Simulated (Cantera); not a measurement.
## Hydrocarbon pyrolysis for carbon deposition

A perfectly stirred reactor is fed with 1.00 % C₂H₆, 99.0 % H₂, at 1.30 bar; it is held at 1175 K, and followed from long to short residence time.

Model: GRI-Mech 3.0 (53 species, 325 reactions), integrated in Cantera. GRI-Mech 3.0 stops at C3 and has no aromatics, soot or wall deposition, so with more carbon than oxygen in the feed, carbon stays in small species such as C2H2 where larger ones or solid carbon would form.

| τ (s) | x C₂H₆ | x H₂ | x CH₃ | x CH₄ | x C₂H |
|---|---|---|---|---|---|
| 0.94 | 0.00127 | 0.986 | 3.25e-7 | 0.00887 | <1e-12 |
| 0.54 | 0.00157 | 0.987 | 2.85e-7 | 0.00695 | <1e-12 |
| 0.30 | 0.00194 | 0.987 | 2.43e-7 | 0.00516 | <1e-12 |
| 0.17 | 0.00237 | 0.988 | 2.09e-7 | 0.00376 | <1e-12 |
| 0.098 | 0.00291 | 0.989 | 1.87e-7 | 0.00275 | <1e-12 |
| 0.056 | 0.00361 | 0.989 | 1.76e-7 | 0.00198 | <1e-12 |
| 0.032 | 0.00450 | 0.989 | 1.74e-7 | 0.00142 | <1e-12 |
| 0.018 | 0.00557 | 0.990 | 1.80e-7 | 0.000988 | <1e-12 |
| 0.010 | 0.00674 | 0.990 | 1.88e-7 | 0.000651 | <1e-12 |
| 0.0059 | 0.00771 | 0.990 | 1.92e-7 | 0.000424 | <1e-12 |
| 0.0033 | 0.00857 | 0.990 | 1.89e-7 | 0.000245 | <1e-12 |
x: mole fraction; the columns are a selection and need not sum to one.
